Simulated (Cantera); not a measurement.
Charge: 1 mol Si3N4, 0.3 mol C, 0.19 mol H2, held at 1598.15 K and 0.00170 bar.

Method: chemical equilibrium by Gibbs-energy minimisation in Cantera with the NASA 1993 tables (ideal gas, pure condensed phases). Candidate condensed phases: C, C6H6, C7H8, C8H18, Si, SiC, Si3N4; 105 gas species. Mutual solubility and eutectic melting of coexisting phases are not modelled. Rates play no part.

Base state: N2 0.513, H2 0.486, H 0.000902, Si 2.65e-5, HCN 2.20e-5 (mole fractions); condensed: SiC(s) + Si3N4(s).

Problem. What changes in the equilibrium state with this change: Si3N4 replaced by SiC?

Solution. 
```
species             before    after
----------------  --------  -------
H2                   0.486    0.999
H                 0.000902  0.00129
C2H2 (acetylene)   6.22e-9  2.69e-5
N2                   0.513        0
Si                 2.65e-5  5.76e-7
HCN                2.20e-5        0
SiC(s), mol          0.300     1.00
Si3N4(s), mol        0.900        0
C(graphite), mol         0    0.300
```
